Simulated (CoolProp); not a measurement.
Properties of normal hydrogen along the isotherm 58.1 K (Tc = 33.1 K, pc = 1.296 MPa, ω = -0.219).

The numbers come from the reference Helmholtz-energy equation of state, Leachman 2009 in CoolProp.

```tsv
p (MPa)	phase	density (kg/m³)	cv (kJ/(kg K))	Prandtl number	fugacity coefficient
0.177	gas	0.7451	6.267	0.667	0.9914
0.354	gas	1.503	6.287	0.670	0.9828
0.53	gas	2.271	6.307	0.675	0.9743
0.707	gas	3.056	6.327	0.680	0.9659
0.884	gas	3.856	6.346	0.687	0.9576
1.06	gas	4.664	6.364	0.694	0.9494
1.24	gas	5.506	6.383	0.703	0.9411
1.41	supercritical	6.314	6.400	0.712	0.9334
1.59	supercritical	7.183	6.418	0.722	0.9254
1.77	supercritical	8.066	6.435	0.733	0.9174
1.94	supercritical	8.913	6.451	0.744	0.9101
```

Viscosity comes from a separate model (Muzny 2013). Thermal conductivity comes from a separate model (Assael 2011).
